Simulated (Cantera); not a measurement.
Cantera run, input and output.

```python
import numpy as np
import cantera as ct

gas = ct.Solution("h2o2.yaml")
gas.TPX = 1173, 100000, {'H2': 1.2, 'O2': 1, 'N2': 7.4}
inlet = ct.Reservoir(gas, clone=True)

reactor = ct.IdealGasConstPressureReactor(gas, energy="off", clone=False)
exhaust = ct.Reservoir(gas, clone=True)
tau = [1.3, 0.59, 0.27, 0.13, 0.058, 0.027, 0.012, 0.0056][0]
for a, b in ((inlet, reactor), (reactor, exhaust)):
    ct.MassFlowController(a, b, mdot=lambda t: reactor.mass / tau)
net = ct.ReactorNet([reactor])
show = ['H2', 'O2', 'H2O2', 'H2O', 'O', 'OH', 'HO2']

rows = []
print(f"{'tau/s':>10s}{'T/K':>9s}" + "".join(f"{s:>11s}" for s in show))
for tau in [1.3, 0.59, 0.27, 0.13, 0.058, 0.027, 0.012, 0.0056]:
    net.initial_time = 0.0
    net.advance(30 * tau)
    before = gas.X
    net.advance(40 * tau)
    drift = np.max(np.abs(gas.X - before) / (gas.X + 1e-9))
    rows.append([gas.T, *gas[show].X, drift])
    print(f"{tau:10.3e}{gas.T:9.1f}" + "".join(f"{x:11.3e}" for x in gas[show].X))
```

Result:

```
     tau/s      T/K         H2         O2       H2O2        H2O          O         OH        HO2
 1.300e+00   1173.0  1.218e-04  4.449e-02  3.093e-07  1.332e-01  4.644e-06  4.571e-05  4.295e-06
 5.900e-01   1173.0  2.073e-04  4.452e-02  4.929e-07  1.331e-01  8.466e-06  5.893e-05  6.691e-06
 2.700e-01   1173.0  3.452e-04  4.457e-02  7.672e-07  1.329e-01  1.532e-05  7.683e-05  9.894e-06
 1.300e-01   1173.0  5.468e-04  4.466e-02  1.116e-06  1.327e-01  2.647e-05  9.999e-05  1.360e-05
 5.800e-02   1173.0  8.908e-04  4.480e-02  1.590e-06  1.323e-01  4.776e-05  1.361e-04  1.828e-05
 2.700e-02   1173.0  1.391e-03  4.501e-02  2.092e-06  1.317e-01  8.204e-05  1.848e-04  2.304e-05
 1.200e-02   1173.0  2.198e-03  4.535e-02  2.652e-06  1.308e-01  1.425e-04  2.583e-04  2.810e-05
 5.600e-03   1173.0  3.344e-03  4.585e-02  3.189e-06  1.294e-01  2.344e-04  3.558e-04  3.261e-05
```

Detailed kinetics in Cantera: the H2/O2 subset of GRI-Mech 3.0, which has no nitrogen chemistry. The temperature is held fixed by assumption; the heat of reaction is taken as removed at once.
